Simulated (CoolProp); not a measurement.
R21 along the isotherm 186.85 °C: Z from the reference equation and from simpler models built on Tc = 179.6 °C, pc = 52.89 bar, ω = 0.206; each cubic takes its own stable root.

Model: reference Helmholtz-energy equation of state, Platzer 1990, in CoolProp. This equation is an older, rougher fit; its heat capacities, sound speeds and derivatives of the liquid may be far off and weren't checked against measurements.

| p (bar) | phase | reference | van der Waals | Soave-Redlich-Kwong |
|---|---|---|---|---|
| 0.418 | gas | 0.9975 | 0.9977 | 0.9974 |
| 0.614 | gas | 0.9963 | 0.9967 | 0.9962 |
| 0.901 | gas | 0.9946 | 0.9951 | 0.9945 |
| 1.32 | gas | 0.9920 | 0.9928 | 0.9919 |
| 1.94 | gas | 0.9882 | 0.9894 | 0.9880 |
| 2.85 | gas | 0.9827 | 0.9844 | 0.9824 |
| 4.18 | gas | 0.9744 | 0.9770 | 0.9740 |
| 6.14 | gas | 0.9620 | 0.9659 | 0.9615 |
| 9.01 | gas | 0.9433 | 0.9492 | 0.9429 |
| 13.2 | gas | 0.9149 | 0.9240 | 0.9148 |
| 19.4 | gas | 0.8701 | 0.8843 | 0.8711 |
| 28.5 | gas | 0.7966 | 0.8193 | 0.8007 |
| 41.8 | gas | 0.6627 | 0.6999 | 0.6762 |
| 61.4 | supercritical | 0.2575 | 0.3241 | 0.3069 |
| 90.1 | supercritical | 0.2808 | 0.3855 | 0.3260 |
| 132 | supercritical | 0.3744 | 0.5107 | 0.4185 |
